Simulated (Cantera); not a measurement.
## Thermodynamics of aluminium nitride and oxide growth, feed AlCl3 + HCl + N2

A closed system holds: 1 mol AlCl3, 7.8 mol HCl, 1.8 mol N2, held at 10.0 mbar.

Equilibrium computed with Cantera from the NASA thermochemical tables; the gas is ideal and each condensed phase is pure. Candidate condensed phases: Al, AlCl3, AlN, NH4Cl; 20 gas species. The tables' values for AlCl2 are old estimates; treat these amounts as uncertain. Rates play no part.

```tsv
T (K)	x HCl	x N2	x AlCl3	x Cl	x H2
823	0.736	0.170	0.0940	9.01e-8	3.74e-7
923	0.736	0.170	0.0943	1.26e-6	1.90e-6
1023	0.736	0.170	0.0943	9.82e-6	8.18e-6
1123	0.736	0.170	0.0943	4.99e-5	3.11e-5
1223	0.736	0.170	0.0943	0.000188	0.000103
1323	0.735	0.170	0.0943	0.000569	0.000296
1423	0.734	0.170	0.0942	0.00147	0.000737
1523	0.731	0.170	0.0940	0.00336	0.00163
```
x: gas mole fraction; nothing condenses.

From 823 K to 1523 K nothing is condensed. The main Al-bearing gas is AlCl3 throughout.
